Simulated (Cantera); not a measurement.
Feed: 1 mol Al2O3, 4.6 mol Cl2, 1.5 mol O2, equilibrated at 5.00 mbar.

Method: chemical equilibrium by Gibbs-energy minimisation in Cantera with the NASA 1993 tables (ideal gas, pure condensed phases). Candidate condensed phases: Al, AlCl3, Al2O3; 17 gas species. Condensed phases not in the tables: AlOCl. The numbers say what is thermodynamically allowed, not how fast it happens.

x: gas mole fraction; n: condensed amount in mol.

```json
[
 {"T (K)": "748", "x Cl": "3.16e-5", "x Cl2": "0.754", "x O2": "0.246", "x AlCl3": "5.99e-12", "x ClO": "1.69e-7", "x O": "<1e-12", "n Al2O3(s)": "1.00"},
 {"T (K)": "848", "x Cl": "0.000329", "x Cl2": "0.754", "x O2": "0.246", "x AlCl3": "6.93e-10", "x ClO": "1.16e-6", "x O": "?", "n Al2O3(s)": "1.00"},
 {"T (K)": "948", "x Cl": "0.00210", "x Cl2": "0.752", "x O2": "0.246", "x AlCl3": "2.89e-8", "x ClO": "5.31e-6", "x O": "?", "n Al2O3(s)": "1.00"},
 {"T (K)": "1048", "x Cl": "0.00941", "x Cl2": "0.746", "x O2": "0.245", "x AlCl3": "5.81e-7", "x ClO": "1.81e-5", "x O": "?", "n Al2O3(s)": "1.000"},
 {"T (K)": "1148", "x Cl": "0.0323", "x Cl2": "0.726", "x O2": "0.242", "x AlCl3": "6.67e-6", "x ClO": "4.91e-5", "x O": "?", "n Al2O3(s)": "1.000"},
 {"T (K)": "1248", "x Cl": "0.0890", "x Cl2": "0.676", "x O2": "0.235", "x AlCl3": "4.85e-5", "x ClO": "0.000110", "x O": "?", "n Al2O3(s)": "1.000"},
 {"T (K)": "1348", "x Cl": "0.201", "x Cl2": "0.577", "x O2": "0.221", "x AlCl3": "0.000231", "x ClO": "0.000204", "x O": "?", "n Al2O3(s)": "0.999"},
 {"T (K)": "1448", "x Cl": "0.375", "x Cl2": "0.424", "x O2": "0.200", "x AlCl3": "0.000706", "x ClO": "0.000312", "x O": "?", "n Al2O3(s)": "0.997"},
 {"T (K)": "1548", "x Cl": "0.569", "x Cl2": "0.253", "x O2": "0.177", "x AlCl3": "0.00131", "x ClO": "0.000392", "x O": "?", "n Al2O3(s)": "0.994"},
 {"T (K)": "1648", "x Cl": "0.717", "x Cl2": "0.122", "x O2": "0.158", "x AlCl3": "0.00150", "x ClO": "0.000417", "x O": "?", "n Al2O3(s)": "0.993"},
 {"T (K)": "1748", "x Cl": "0.797", "x Cl2": "0.0526", "x O2": "0.148", "x AlCl3": "0.00121", "x ClO": "0.000406", "x O": "?", "n Al2O3(s)": "0.994"}
]
```

Q: What belongs in the gaps?

A: 
- 848, x O: 4.78e-12
- 948, x O: 2.08e-10
- 1048, x O: 4.43e-9
- 1148, x O: 5.52e-8
- 1248, x O: 4.56e-7
- 1348, x O: 2.71e-6
- 1448, x O: 1.23e-5
- 1548, x O: 4.54e-5
- 1648, x O: 0.000143
- 1748, x O: 0.000399
